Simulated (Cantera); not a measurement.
## BN + NF3 + H2 (nitride etching)

Feed: 1 mol BN, 4.2 mol NF3, 4.6 mol H2, at 802 °C and 24000 Pa.

These are equilibrium values from Cantera (NASA tables, ideal gas, pure condensed phases), not measurements of a reactor. Candidate condensed phases: B, BN; 31 gas species. Rates play no part.

```json
{
  "x(HF)": "0.699",
  "x(N2)": "0.198",
  "x(BF3)": "0.0760",
  "x(F)": "0.0235",
  "x(F2)": "0.00345",
  "x(H2F2)": "3.63e-6",
  "x(NF3)": "2.99e-6",
  "gas_amount": "13.15 mol",
  "log10 activity of B(s) (absent)": "-49.19"
}
```
